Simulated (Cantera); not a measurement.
A closed system holds: 1 mol Si, 2.6 mol Cl2, 6.1 mol H2, equilibrated at 1098 K and 1 atm.

Cantera equilibrium calculation (NASA polynomials, part measured and part estimated; ideal gas, pure solids and liquids). Candidate condensed phases: Si; 19 gas species. The tables' values for SiCl3 are old estimates; treat these amounts as uncertain. Equilibrium is a limit: real reactors are often held back by kinetics, nucleation or transport.

Base state: H2 0.706, HCl 0.164, SiCl4 0.122, SiHCl3 0.00762, SiCl3 0.000493, SiH2Cl2 5.71e-5, SiCl2 2.81e-5 (mole fractions); condensed: gas only.

What changes in the equilibrium state with this change: Si replaced by SiCl4?


```csv
species,before,after
HCl,0.164,0.537
H2,0.706,0.360
SiCl4,0.122,0.102
SiH2Cl2,5.71e-5,1.16e-6
SiCl2,2.81e-5,1.12e-6
SiHCl3,0.00762,0.000994
SiCl3,0.000493,9.01e-5
```

What changes in the equilibrium state with this change: Cl2 from 2.6 to 2.1 mol?


```json
[
 {"species": "H2", "before": "0.706", "after": "0.806"},
 {"species": "SiCl4", "before": "0.122", "after": "0.112"},
 {"species": "HCl", "before": "0.164", "after": "0.0550"},
 {"species": "SiHCl3", "before": "0.00762", "after": "0.0240"},
 {"species": "SiH2Cl2", "before": "5.71e-5", "after": "0.000613"},
 {"species": "SiCl2", "before": "2.81e-5", "after": "0.000264"},
 {"species": "SiCl3", "before": "0.000493", "after": "0.00145"}
]
```
